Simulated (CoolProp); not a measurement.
Vapour pressure (MPa) of carbon monoxide: the reference equation beside estimates from Tc = 132.9 K, pc = 3.498 MPa, ω = 0.050. Clausius-Clapeyron is anchored at 95 K with a constant enthalpy of vaporisation of 5.426 kJ/mol.

Values from CoolProp's reference Helmholtz-energy equation of state, Lemmon 2006. It is a short technical equation, of lower accuracy than the large ones.

```csv
T (K),reference,Lee-Kesler,Clausius-Clapeyron
95,0.3686,(withheld),0.3686
97.1,0.4364,0.4369,(withheld)
99.2,0.5128,0.5134,0.4930
101.3,0.5986,0.5991,0.5651
103.4,0.6942,0.6945,0.6441
105.5,0.8004,0.8005,0.7303
107.6,0.9178,0.9175,0.8240
109.7,1.047,1.046,(withheld)
111.8,1.189,1.187,1.035
113.9,1.344,1.342,(withheld)
116,1.513,1.510,1.278
118.1,1.697,(withheld),1.413
120.2,1.896,1.892,1.556
122.3,2.112,2.108,1.708
124.4,2.346,2.342,1.869
```

Q: What belongs in the gaps?

A: 
- 95, Lee-Kesler: 0.3691
- 97.1, Clausius-Clapeyron: 0.4276
- 109.7, Clausius-Clapeyron: 0.9255
- 113.9, Clausius-Clapeyron: 1.152
- 118.1, Lee-Kesler: 1.693

Absolute difference from the reference over all 15 rows, mean and median: Lee-Kesler 0.1 and 0.1 %, Clausius-Clapeyron 11.1 and 11.6 %.
